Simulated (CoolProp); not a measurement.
Vapour-liquid equilibrium of C2F6 (R116) (1) + R143a (2) at -88.15 °C; x and y are mole fractions of (1).

Computed with CoolProp (multi-fluid Helmholtz-energy mixture model, Lemmon 2006 and Lemmon and Jacobsen 2000; pair parameters Bell 2016).

```
x      bubble pressure (bar)  y at the bubble point  dew pressure at overall composition x (bar)  liquid density (mol/L)
-----  ---------------------  ---------------------  -------------------------------------------  ----------------------
0.05                  0.1924                  0.563                                      0.09208                   14.93
0.125                 0.3091                      ?                                            ?                   14.63
0.2                        ?                  0.806                                       0.1087                   14.33
0.275                 0.4395                  0.836                                       0.1195                   14.05
0.35                  0.4723                  0.853                                       0.1326                   13.77
0.425                 0.4928                  0.864                                       0.1490                   13.51
0.5                   0.5062                  0.871                                       0.1699                   13.26
0.575                 0.5159                  0.877                                       0.1975                   13.02
0.65                  0.5245                  0.883                                       0.2358                   12.79
0.725                 0.5336                  0.892                                       0.2917                   12.58
0.8                   0.5440                  0.905                                       0.3796                   12.39
0.875                 0.5554                  0.926                                       0.5129                   12.21
0.95                       ?                      ?                                       0.5634                   12.04
```

Task: Complete the blanks.

Result: 
- 0.125, y at the bubble point: 0.743
- 0.125, dew pressure at overall composition x (bar): 0.09972
- 0.2, bubble pressure (bar): 0.3880
- 0.95, bubble pressure (bar): 0.5659
- 0.95, y at the bubble point: 0.962

No azeotrope shows between x = 0.05 and 0.95.

Pair parameters are fitted to limited data, so mixtures are less certain than the pure fluids. With so large a gap from Raoult's law the liquid may split in two, which this calculation doesn't test in full.
